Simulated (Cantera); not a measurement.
Feed: 1 mol Si₃N₄, 0.53 mol O₂, 39 mol H₂, at 0.100 bar.

Method: chemical equilibrium by Gibbs-energy minimisation in Cantera with the NASA 1993 tables (ideal gas, pure condensed phases). Candidate condensed phases: H₂O, Si, SiO₂, Si₂N₂O, Si₃N₄; 35 gas species. Mutual solubility and eutectic melting of coexisting phases are not modelled. Gases not in the tables: Si₂H₆ and higher silanes. Rates play no part.

x: gas mole fraction; n: condensed amount in mol.

| T (K) | x H₂ | x N₂ | x SiO | x H | x Si | x SiH₂ | x SiH | n Si₂N₂O(s) | n Si₃N₄(s) | n Si(l) |
|---|---|---|---|---|---|---|---|---|---|---|
| 1450 | 0.991 | 0.00898 | 6.57e-7 | 2.98e-5 | 2.20e-9 | 5.44e-8 | 2.75e-9 | 1.06 | 0.293 | 0 |
| 1500 | 0.991 | 0.00898 | 3.25e-6 | 5.54e-5 | 1.48e-8 | 2.09e-7 | 1.50e-8 | 1.06 | 0.293 | 0 |
| 1550 | 0.991 | 0.00898 | 1.44e-5 | 9.91e-5 | 8.81e-8 | 7.34e-7 | 7.29e-8 | 1.06 | 0.294 | 0 |
| 1600 | 0.991 | 0.00900 | … | … | … | … | … | 1.06 | 0.294 | 0 |
| 1650 | 0.990 | 0.00905 | 0.000216 | 0.000286 | 2.23e-6 | 7.15e-6 | 1.28e-6 | 1.05 | 0.296 | 0 |
| 1700 | 0.983 | 0.0156 | 0.000616 | 0.000462 | 6.79e-6 | 1.40e-5 | 3.29e-6 | 1.04 | 0.173 | 0.385 |
| 1750 | 0.971 | 0.0256 | 0.00216 | 0.000725 | 1.50e-5 | 2.02e-5 | 6.19e-6 | 0.973 | 0 | 0.965 |
| 1800 | 0.958 | 0.0321 | 0.00900 | 0.00111 | 3.18e-5 | 2.87e-5 | 1.12e-5 | 0.694 | 0 | 1.24 |
| 1850 | 0.926 | 0.0475 | 0.0252 | … | … | … | … | 0 | 0 | 1.93 |
| 1900 | 0.925 | 0.0475 | 0.0252 | 0.00241 | 0.000126 | 5.39e-5 | 3.33e-5 | 0 | 0 | 1.93 |
| 1950 | 0.924 | 0.0474 | 0.0251 | 0.00348 | 0.000238 | 7.32e-5 | 5.54e-5 | 0 | 0 | 1.92 |

Problem. Some entries are withheld; supply them.

Solution. 
- 1600, x SiO: 5.83e-5
- 1600, x H: 0.000171
- 1600, x Si: 4.68e-7
- 1600, x SiH₂: 2.38e-6
- 1600, x SiH: 3.21e-7
- 1850, x H: 0.00164
- 1850, x Si: 6.45e-5
- 1850, x SiH₂: 3.90e-5
- 1850, x SiH: 1.95e-5
